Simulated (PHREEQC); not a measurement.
Solution A (0.025 mol NH4HF2 and 5.8e-05 mol (NH4)2SiF6 per kg of water) is mixed with solution B (0.01 mol/kgw H3PO4, 0.0019 mol/kgw NaOH and 4.2e-07 mol/kgw H4SiO4) at 25 °C; shares are by mass of water, 1 kg in all. Oxygen is held at 0.21 atm. The system is closed to CO2. Solids allowed: SiO2(a). Others were left out.

Equilibrium calculation in PHREEQC: ion-association model, phreeqc.dat.

Task: Predict pH, H2PO4- (mol/kgw) at share of solution B = 0.1, 0.2, 0.4, 0.7, 0.9.

Result: 
| share of solution B | pH | H2PO4- (mol/kgw) |
|---|---|---|
| 0.1 | 3.11 | 0.000911 |
| 0.2 | 3.09 | 0.00181 |
| 0.4 | 3.01 | 0.00355 |
| 0.7 | 2.79 | 0.00577 |
| 0.9 | 2.53 | 0.00643 |

SiF6-2 is the database's only silicon fluoride.
